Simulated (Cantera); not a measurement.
Mixture: C3H8 : O2 : N2 = 1 : 7.94 : 47.6 (molar parts), equivalence ratio 0.63, at 0.632 atm, adiabatic and at constant pressure. Ignition delay is the time to a rise of 400 K.

Cantera simulation using GRI-Mech 3.0 (53 species, 325 reactions); the numbers are that mechanism's predictions, not measurements. GRI-Mech 3.0 was tuned for natural gas; its chemistry of propane as a main component is partial and can be far from experiment.

**Question.** What does this change do: pressure from 0.632 atm to 9.87 atm?

**Answer.** 
```tsv
quantity	before	after
delay at 1150 K	27.8 ms	5.26 ms
delay at 1250 K	3.53 ms	0.869 ms
delay at 1350 K	0.692 ms	0.175 ms
delay at 1450 K	0.207 ms	46.0 µs
delay at 1550 K	88.8 µs	16.0 µs
apparent activation energy between 1500 and 1600 K	130 kJ/mol	190 kJ/mol
```
